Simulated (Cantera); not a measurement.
A Cantera script and what it prints.

```python
import numpy as np
import cantera as ct

gas_names = [...]  # 95 gases of nasa_gas.yaml made of C, F, H
cond_names = """
    C(gr) C6H6(L) C7H8(L) C8H18(L),n-octa
""".split()


# ... load() reads the species with a 1 bar reference pressure and builds the phases ...
atoms = {
    'c-C4F8': {'C': 4, 'F': 8},
    'H2': {'H': 2},
    'F2': {'F': 2},
}
top_T = {'C(gr)': 4500}  # K; cautious upper limits of use, not melting points


# ... equilibrate(T, P, feed) seeds the gas with the atoms and calls Mixture.equilibrate('TP', solver="gibbs", rtol=1e-10, max_steps=50000) ...
results = []
T = 2198  # K
P = 1000  # Pa
for m in [0.52, 0.98, 1.4, 1.9, 2.3, 2.8, 3.3, 3.7, 4.2, 4.6, 5.1]:
    feed = {'c-C4F8': 1, 'H2': m, 'F2': 1.8}  # mol
    mix = equilibrate(T, P, feed)
    results.append((T, P, feed, dict(zip(mix.species_names, mix.species_moles))))

top = {s: max(r[3][s] / sum(r[3][g] for g in gas_names) for r in results) for s in gas_names}
cols = sorted((s for s in top if top[s] > 0.001), key=lambda s: -top[s])[:9]
seen = [c for c in cond_names if any(r[3].get(c, 0) > 1e-12 for r in results)]
print("log10 of partial pressures in bar; condensed amounts in mol")
print(f"{'n(H2)':>10s}" + "".join(f"{s[:9]:>10s}" for s in cols + seen))
for T, P, feed, n in results:
    ng = sum(n[g] for g in gas_names)
    print(f"{feed['H2']:10.4g}" + "".join(f"{np.log10(max(n[s] / ng * P / 1e5, 1e-99)):10.3f}" for s in cols)
          + "".join(f"{n.get(c, 0):10.4g}" for c in seen))
```

Output:

```
log10 of partial pressures in bar; condensed amounts in mol
     n(H2)        HF       CF4       CF2         F       CF3        CF     C(gr)
      0.52    -2.681    -2.472    -2.543    -2.819    -3.863    -4.768     0.811
      0.98    -2.464    -2.595    -2.604    -2.850    -3.956    -4.799     1.059
       1.4    -2.355    -2.706    -2.660    -2.878    -4.039    -4.826     1.294
       1.9    -2.271    -2.839    -2.726    -2.911    -4.139    -4.860     1.582
       2.3    -2.222    -2.950    -2.782    -2.939    -4.222    -4.888     1.819
       2.8    -2.174    -3.099    -2.856    -2.976    -4.334    -4.925     2.122
       3.3    -2.136    -3.267    -2.940    -3.018    -4.459    -4.967     2.433
       3.7    -2.111    -3.423    -3.018    -3.057    -4.576    -5.006     2.688
       4.2    -2.083    -3.663    -3.138    -3.117    -4.757    -5.066     3.013
       4.6    -2.062    -3.921    -3.267    -3.181    -4.950    -5.130     3.279
       5.1    -2.038    -4.432    -3.523    -3.309    -5.333    -5.258     3.614
```

These are equilibrium values from Cantera (NASA tables, ideal gas, pure condensed phases), not measurements of a reactor. The feed counts by its element totals alone. Gases not in the tables: C2F6 and larger saturated fluorocarbons.
